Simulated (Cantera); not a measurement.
## NO annealing gas

An isothermal, constant-pressure homogeneous reactor starts with NO : N₂ = 1 : 0.47 (molar parts), at 2125 K and 120 Torr.

Cantera simulation using GRI-Mech 3.0 (53 species, 325 reactions); the numbers are that mechanism's predictions, not measurements.

| t (s) | x NO | x O₂ | x N₂ | x NO₂ | x N₂O |
|---|---|---|---|---|---|
| 0.000700 | 0.680 | 1.76e-5 | 0.320 | 2.16e-5 | 0.000106 |
| 0.00290 | 0.679 | 0.000423 | 0.320 | 7.56e-5 | 0.000200 |
| 0.0120 | 0.672 | 0.00357 | 0.323 | 9.38e-5 | 0.000201 |
| 0.0495 | 0.644 | 0.0174 | 0.337 | 0.000125 | 0.000178 |
| 0.205 | 0.523 | 0.0776 | 0.398 | 0.000183 | 0.000107 |
| 0.848 | 0.186 | 0.246 | 0.566 | 0.000114 | 1.19e-5 |
| 3.51 | 0.0191 | 0.329 | 0.650 | 1.35e-5 | 3.15e-7 |
| 14.5 | 0.0122 | 0.332 | 0.653 | 8.66e-6 | 2.47e-7 |
| 60.0 | 0.0122 | 0.332 | 0.653 | 8.66e-6 | 2.47e-7 |
x: mole fraction; the columns are a selection and need not sum to one.

Equilibrium at this temperature and pressure: NO 0.0122, O₂ 0.332, N₂ 0.653, NO₂ 8.66e-6, N₂O 2.47e-7 (gas phase only).
